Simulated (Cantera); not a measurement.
An adiabatic, constant-pressure homogeneous reactor starts with 16.0 % H2, 8.00 % O2, 76.0 % N2, equivalence ratio 1.0, at 1250 K and 2.40 bar.

Model: GRI-Mech 3.0 (53 species, 325 reactions), integrated in Cantera. The hydrogen kinetics of GRI-Mech 3.0 are dated; newer H2 mechanisms differ, most at raised pressure.

One state of this run: T (K) = 2308; x H2 = 0.00825; x O2 = 0.00322; x NO2 = 1.81e-8; x O = 0.000380; x HO2 = 9.10e-7. x: mole fraction; the columns are a selection and need not sum to one.

Problem. Which value of t (s) does it belong to?
A. 2.05e-5
B. 9.28e-5
C. 0.00862
D. 0.000420

Solution. D, 0.000420
